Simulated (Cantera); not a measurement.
Charge: 1 mol Si, 2.9 mol HCl, 7.1 mol H₂, at 1573 K and 1.00 bar.

Method: chemical equilibrium by Gibbs-energy minimisation in Cantera with the NASA 1993 tables (ideal gas, pure condensed phases). Candidate condensed phases: Si; 19 gas species. The tables' values for SiCl₃ are old estimates; treat these amounts as uncertain. The numbers say what is thermodynamically allowed, not how fast it happens.

Base state: H₂ 0.809, HCl 0.114, SiCl₂ 0.0540, SiCl₃ 0.0109, SiCl₄ 0.00574, SiHCl₃ 0.00542, SiH₂Cl₂ 0.000845, SiH₃Cl 3.91e-5 (mole fractions); condensed: Si(s).

Task: What changes in the equilibrium state with this change: Si replaced by SiCl₄?

Result: 
```tsv
species	before	after
H₂	0.809	0.578
HCl	0.114	0.334
SiCl₄	0.00574	0.0343
SiCl₂	0.0540	0.0266
SiCl₃	0.0109	0.0186
SiH₃Cl	3.91e-5	3.34e-6
Cl	4.08e-6	1.42e-5
Si(s), mol	0.244	0
```
